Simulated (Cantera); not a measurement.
An adiabatic, constant-pressure homogeneous reactor starts with CH₄ : O₂ : N₂ = 1 : 0.87 : 3.27 (molar parts), at 1350 K and 64000 Pa. Integrator tolerance rtol = 1e-08.

Cantera simulation using GRI-Mech 3.0 (53 species, 325 reactions); the numbers are that mechanism's predictions, not measurements.

```
quantity                                                              before                                      after
---------------------------------  -----------------------------------------  -----------------------------------------
time of steepest temperature rise                                    13.9 ms                                    1.15 ms
temperature at 0.200 s                                                2235 K                                     2412 K
equilibrium temperature                                               2235 K                                     2412 K
x(CH₄) at 0.200 s                  5.96e-11 (gas-phase equilibrium 6.71e-11)  2.42e-11 (gas-phase equilibrium 2.71e-11)
x(O₂) at 0.200 s                     7.61e-7 (gas-phase equilibrium 7.62e-7)    5.76e-6 (gas-phase equilibrium 5.76e-6)
x(O) at 0.200 s                      3.68e-6 (gas-phase equilibrium 3.68e-6)    2.78e-5 (gas-phase equilibrium 2.78e-5)
x(HO₂) at 0.200 s                  5.01e-10 (gas-phase equilibrium 5.02e-10)    3.89e-9 (gas-phase equilibrium 3.89e-9)
x(H₂O₂) at 0.200 s                 2.71e-10 (gas-phase equilibrium 2.71e-10)    1.16e-9 (gas-phase equilibrium 1.16e-9)
```

### Question
Which change was made?
A. N2 3.27 to 7.4 parts
B. initial temperature 1350 to 1573 K
C. CH4 1 to 0.69 parts
D. pressure from 64000 Pa to 100000 Pa

### Answer
B, initial temperature 1350 to 1573 K
